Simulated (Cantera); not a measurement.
Mixture: CH4 : O2 : N2 = 1 : 1.18 : 4.42 (molar parts), equivalence ratio 1.7, at 3.40 bar, adiabatic and at constant volume. Ignition delay is the time to a rise of 400 K.

Model: GRI-Mech 3.0 (53 species, 325 reactions), integrated in Cantera.

Q: What does this change do: pressure from 3.40 bar to 5.00 bar?

A: 
```csv
quantity,before,after
delay at 1173 K,26.7 ms,17.8 ms
delay at 1323 K,3.87 ms,2.72 ms
delay at 1473 K,0.709 ms,0.517 ms
delay at 1623 K,0.161 ms,0.119 ms
apparent activation energy between 1548 and 1698 K,200 kJ/mol,200 kJ/mol
```

Q: What does this change do: pressure from 3.40 bar to 6.40 bar?

A: 
```
quantity                                                before       after
--------------------------------------------------  ----------  ----------
delay at 1173 K                                        26.7 ms     13.7 ms
delay at 1323 K                                        3.87 ms     2.15 ms
delay at 1473 K                                       0.709 ms    0.419 ms
delay at 1623 K                                       0.161 ms     98.1 µs
apparent activation energy between 1548 and 1698 K  200 kJ/mol  200 kJ/mol
```
